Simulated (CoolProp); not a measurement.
Vapour-liquid equilibrium of R143a (1) + R152A (2) at 0.339 bar; x and y are mole fractions of (1).

Values from CoolProp's multi-fluid Helmholtz-energy mixture model, Lemmon and Jacobsen 2000 and Outcalt 1996; pair parameters Bell 2016.

Q: Give the bubble temperature and the first vapour's composition at x = 0.2, 0.35, 0.65. Is there an azeotrope?

A: x = 0.2: 218.6 K, y = 0.494; x = 0.35: 214.7 K, y = 0.665; x = 0.65: 209.5 K, y = 0.857. No azeotrope shows between x = 0.05 and 0.95.

The pair parameters rest on a limited set of measurements; away from them the model extrapolates.
